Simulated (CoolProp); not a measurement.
A simple Rankine cycle with n-perfluorobutane: condensing at 296.15 K, boiler at 1.06 MPa, turbine inlet 449 K, turbine efficiency 0.9, pump efficiency 0.8, no recuperator. Each further row changes one setting.

Computed with CoolProp (reference Helmholtz-energy equation of state, Gao 2022).

```
case                             thermal efficiency (%)  net work (kJ/kg)  heat in (kJ/kg)  turbine exit temperature (K)  volume ratio over the turbine
-------------------------------  ----------------------  ----------------  ---------------  ----------------------------  -----------------------------
as stated                                           7.9              18.1              228                         425.5                           4.29
condensing temperature 288.15 K                     9.1              21.5              237                         421.5                           5.60
boiler pressure 0.742 MPa                           6.1              14.0              230                         431.7                           2.96
turbine efficiency 0.8                              7.0              16.0              228                         427.6                           4.32
```
